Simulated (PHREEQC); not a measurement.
Consider water at 75 °C with 0.0035 mol KOH, 0.0073 mol Na2SiO3 and 0.0029 mol K2CO3 per kg of water. Closed to the air; pH follows from the charge balance.

Computed with PHREEQC (ion-association model, wateq4f.dat).

Precipitation was switched off in this run.

**Question.** Predict the pH, ionic strength.

**Answer.** pH 10.67; ionic strength 0.0241 mol/kgw.

**Question.** In which forms is C present?

**Answer.** NaCO3- 49 %, CO3-2 43 %, HCO3- 7.7 % of the C.

Complexes and solids missing from the database can't appear. Away from 25 °C the constants follow the database's enthalpies or fits; those with neither stay at their 25 °C values.
